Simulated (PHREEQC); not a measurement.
Solution (80 °C): 0.003 mol/kgw H2SO4, 0.023 mol/kgw CuSO4 and 0.028 mol/kgw MnSO4. Closed to the air; pH follows from the charge balance.

Model: ion-association model, phreeqc.dat, run in PHREEQC.

| quantity | before | after |
|---|---|---|
| pH | 2.96 | 4.30 |
| SO4-2 (mol/kgw) | 0.0239 | 0.000480 |
| MnSO4 (mol/kgw) | 0.0153 | 3.34e-5 |
| Cu+2 (mol/kgw) | 0.0129 | 0.000211 |
| Mn+2 (mol/kgw) | 0.0127 | 0.000247 |

Task: What was changed between the two runs?
A. diluted 100-fold with water
B. H2SO4 from 0.003 to 0.015 mol/kgw
C. H2SO4 from 0.003 to 0.0003 mol/kgw
D. diluted 5-fold with water
E. diluted 2-fold with water

Result: A, diluted 100-fold with water

No solid was allowed to form. Constants without temperature data keep their 25 °C values here.
